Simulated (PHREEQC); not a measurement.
Consider water at 78 °C with 0.024 mol/kgw ZnSO4, 0.00042 mol/kgw Na2SO4 and 0.0036 mol/kgw MnSO4. Closed to the air; pH follows from the charge balance.

The numbers come from PHREEQC with the ion-association model, phreeqc.dat.

Each row changes one thing in this solution. No solid was allowed to form.

```
case                                      pH  ionic strength (mol/kgw)  SO4-2 (mol/kgw)  Na+ (mol/kgw)  NaSO4- (mol/kgw)  HSO4- (mol/kgw)
--------------------------------------  ----  ------------------------  ---------------  -------------  ----------------  ---------------
as made                                 5.12                    0.0610           0.0145       0.000809           3.10e-5          2.07e-5
diluted 2-fold with water               5.16                    0.0336          0.00822       0.000409           1.07e-5          1.24e-5
0.0027 mol/kgw HCl added                3.14                    0.0624           0.0135       0.000811           2.87e-5          0.00183
0.0085 mol/kgw HBr added                2.59                    0.0670           0.0115       0.000816           2.39e-5          0.00542
ZnSO4 left out                          5.98                    0.0110          0.00285       0.000830           9.86e-6          7.88e-7
Na2SO4 from 0.00042 to 8.4e-05 mol/kgw  5.12                    0.0603           0.0142       0.000162           6.12e-6          2.06e-5
ZnSO4 from 0.024 to 0.036 mol/kgw       5.09                    0.0837           0.0192       0.000803           3.67e-5          2.71e-5
MnSO4 left out                          5.10                    0.0548           0.0130       0.000811           2.89e-5          2.01e-5
Na2SO4 from 0.00042 to 0.0042 mol/kgw   5.16                    0.0691           0.0171        0.00805          0.000349          2.17e-5
```

At this temperature some constants are extrapolated from 25 °C, and those without enthalpy data are left unchanged.
